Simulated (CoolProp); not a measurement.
The numbers come from the reference Helmholtz-energy equation of state, Penoncello 2003 in CoolProp.

### Question
For CHF3 (R23), give the phase and the Z, cp (kJ/(kg K)), speed of sound (m/s), expansivity (1/kK) at 313.1 K and 24.2 bar.

### Answer
- 313.1 K and 24.2 bar: gas; Z 0.828, cp 0.981, speed of sound 187, expansivity 5.99
